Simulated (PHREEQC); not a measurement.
1 kg of water holding 0.23 mol/kgw KOH meets 20 L of dry gas (CO2 0.46, N2 0.54 by moles) at fixed total pressure, at 10 atm; fugacities by Peng-Robinson. The gases take part in no redox reaction, some water evaporates into the gas, and hydrates or a liquid gas phase aren't modelled. No solid was allowed to form.

Computed with PHREEQC (ion-association model, phreeqc.dat).

Question: Predict dissolved CO2 (all carbonate carbon) (mol/kgw), dissolved N2 (mol/kgw), pH at T (°C) = 10, 20, 40, 60, 80.

Answer: 
```
T (°C)  dissolved CO2 (all carbonate carbon) (mol/kgw)  dissolved N2 (mol/kgw)    pH
------  ----------------------------------------------  ----------------------  ----
10                                               0.436                 0.00452  6.36
20                                               0.382                 0.00379  6.41
40                                               0.323                 0.00294  6.54
60                                               0.295                 0.00251  6.68
80                                               0.279                 0.00230  6.85
```

At this temperature some constants are extrapolated from 25 °C, and those without enthalpy data are left unchanged.
